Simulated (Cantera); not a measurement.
**Thermodynamics of silicon carbide growth, feed SiHCl3 + HCl + H2 + C2H2**

Input: 1 mol SiHCl3, 0.46 mol HCl, 4 mol H2, 1.3 mol C2H2, at 1050 K and 1.65 Torr.

Equilibrium computed with Cantera from the NASA thermochemical tables; the gas is ideal and each condensed phase is pure. Candidate condensed phases: C, C6H6, C7H8, C8H18, Si, SiC; 109 gas species. The tables' values for SiCl3 are old estimates; treat these amounts as uncertain. Rates play no part.

| Property | Result |
|---|---|
| x(H2) | 0.641 |
| x(HCl) | 0.325 |
| x(SiCl4) | 0.0330 |
| x(SiHCl3) | 0.000675 |
| x(SiCl3) | 0.000576 |
| x(SiCl2) | 0.000183 |
| x(CH4) | 5.17e-5 |
| x(SiH2Cl2) | 1.57e-6 |
| n(C(graphite)) | 1.86 mol |
| n(SiC(s)) | 0.742 mol |
| gas amount | 7.505 mol |
| log10 activity of Si(s) (absent) | -3.23 |
